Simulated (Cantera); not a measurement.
## ZrN + H2 (sublimation and decomposition of ceramics)

Charge: 1 mol ZrN, a varied amount of H2, at 2677 °C and 1.33 mbar.

Method: chemical equilibrium by Gibbs-energy minimisation in Cantera with the NASA 1993 tables (ideal gas, pure condensed phases). Candidate condensed phases: Zr, ZrN; 11 gas species. Mutual solubility and eutectic melting of coexisting phases are not modelled. ZrN: taken at fixed stoichiometry. Condensed phases not in the tables: N, O or C dissolved in the metal. Equilibrium is a limit: real reactors are often held back by kinetics, nucleation or transport.

| n(H2) (mol) | x H | x N2 | x Zr | x H2 | x N | x NH | n Zr(l) | n ZrN(s) |
|---|---|---|---|---|---|---|---|---|
| 0.092 | 0.420 | 0.426 | 0.141 | 0.0129 | 0.000179 | 3.94e-7 | 0.294 | 0.648 |
| 0.14 | 0.420 | 0.426 | 0.141 | 0.0129 | 0.000179 | 3.94e-7 | 0.447 | 0.465 |
| 0.2 | 0.420 | 0.426 | 0.141 | 0.0129 | 0.000179 | 3.94e-7 | 0.638 | 0.236 |
| 0.31 | 0.454 | 0.390 | 0.141 | 0.0151 | 0.000172 | 4.07e-7 | 0.820 | 0 |
| 0.46 | 0.529 | 0.310 | 0.141 | 0.0205 | 0.000153 | 4.22e-7 | 0.773 | 0 |
| 0.68 | 0.595 | 0.238 | 0.141 | 0.0259 | 0.000134 | 4.17e-7 | 0.705 | 0 |
| 1 | 0.650 | 0.178 | 0.141 | 0.0309 | 0.000116 | 3.94e-7 | 0.605 | 0 |
| 1.5 | 0.696 | 0.128 | 0.141 | 0.0354 | 9.82e-5 | 3.57e-7 | 0.450 | 0 |
| 2.3 | 0.732 | 0.0880 | 0.141 | 0.0392 | 8.15e-5 | 3.12e-7 | 0.202 | 0 |
| 3.4 | 0.768 | 0.0628 | 0.126 | 0.0431 | 6.89e-5 | 2.76e-7 | 0 | 0 |
| 5.1 | 0.817 | 0.0448 | 0.0896 | 0.0487 | 5.82e-5 | 2.48e-7 | 0 | 0 |
x: gas mole fraction; n: condensed amount in mol.

From 0.092 mol H2 to 0.2 mol H2 the condensed part is Zr(l) + ZrN(s). From 0.31 mol H2 to 2.3 mol H2 the condensed part is Zr(l). From 3.4 mol H2 to 5.1 mol H2 nothing is condensed. The main Zr-bearing gas is Zr throughout.
